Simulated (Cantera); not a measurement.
An adiabatic, constant-volume homogeneous reactor starts with CH₄ : O₂ : N₂ = 1 : 2.5 : 9.4 (molar parts), at 1800 K and 74000 Pa. Integrator tolerance rtol = 1e-08.

Cantera simulation using GRI-Mech 3.0 (53 species, 325 reactions); the numbers are that mechanism's predictions, not measurements.

Question: What does this change do: CH4 1 to 2.9 parts?

Answer: 
```csv
quantity,before,after
time of steepest temperature rise,0.139 ms,0.159 ms
temperature at 0.200 s,2881 K,2771 K
equilibrium temperature,2881 K,2771 K
x(CH₄) at 0.200 s,<1e-12 (gas-phase equilibrium <1e-12),2.88e-11 (gas-phase equilibrium 3.20e-11)
x(O₂) at 0.200 s,0.0425 (gas-phase equilibrium 0.0425),6.60e-5 (gas-phase equilibrium 6.60e-5)
x(CH₃) at 0.200 s,<1e-12 (gas-phase equilibrium <1e-12),6.72e-11 (gas-phase equilibrium 7.49e-11)
x(NO) at 0.200 s,0.0173 (gas-phase equilibrium 0.0173),0.000506 (gas-phase equilibrium 0.000506)
x(C₂H) at 0.200 s,<1e-12 (gas-phase equilibrium <1e-12),<1e-12 (gas-phase equilibrium <1e-12)
```

Question: What does this change do: CH4 1 to 2 parts?

Answer: 
```
quantity                                                          before                                      after
---------------------------------  -------------------------------------  -----------------------------------------
time of steepest temperature rise                               0.139 ms                                   0.148 ms
temperature at 0.200 s                                            2881 K                                     2961 K
equilibrium temperature                                           2881 K                                     2961 K
x(CH₄) at 0.200 s                  <1e-12 (gas-phase equilibrium <1e-12)      <1e-12 (gas-phase equilibrium <1e-12)
x(O₂) at 0.200 s                   0.0425 (gas-phase equilibrium 0.0425)    0.00258 (gas-phase equilibrium 0.00258)
x(CH₃) at 0.200 s                  <1e-12 (gas-phase equilibrium <1e-12)  4.22e-12 (gas-phase equilibrium 5.04e-12)
x(NO) at 0.200 s                   0.0173 (gas-phase equilibrium 0.0173)    0.00437 (gas-phase equilibrium 0.00437)
x(C₂H) at 0.200 s                  <1e-12 (gas-phase equilibrium <1e-12)      <1e-12 (gas-phase equilibrium <1e-12)
```
